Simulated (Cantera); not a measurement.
Charge: 1 mol CH3F, 0.052 mol F2, held at 0.00133 bar.

Equilibrium computed with Cantera from the NASA thermochemical tables; the gas is ideal and each condensed phase is pure. Candidate condensed phases: C, C6H6, C7H8, C8H18; 95 gas species. Kinetics and transport are ignored.

**Question.** At 1277 °C, list the 3 most abundant gas species with their mole fractions, and the condensed phases.

**Answer.** HF 0.538, H2 0.462, H 0.000586. Condensed: C(graphite).
